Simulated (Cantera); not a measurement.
A closed system holds: 1 mol SiH₄, 0.0059 mol Cl₂, 100 mol N₂, held at 1475 K and 2.40 mbar.

These are equilibrium values from Cantera (NASA tables, ideal gas, pure condensed phases), not measurements of a reactor. Candidate condensed phases: NH₄Cl, Si, Si₃N₄; 28 gas species. N₂ is the only nitrogen source here; it is nearly inert below about 1500 K, so the nitride shown seldom forms there in practice. The numbers say what is thermodynamically allowed, not how fast it happens.

Base state: N₂ 0.980, H₂ 0.0197, HCl 0.000116, H 3.71e-5 (mole fractions); condensed: Si₃N₄(s).

Question: What changes in the equilibrium state with this change: SiH₄ replaced by SiCl₄?

Answer: 
```tsv
species	before	after
N₂	0.980	0.987
SiCl₄	<1e-9	0.00792
Cl	1.78e-7	0.00274
H₂	0.0197	0
SiCl₃	<1e-9	0.00127
HCl	0.000116	0
Si₃N₄(s), mol	0.333	0
```
The tables' values for SiCl₃ are old estimates; treat these amounts as uncertain.
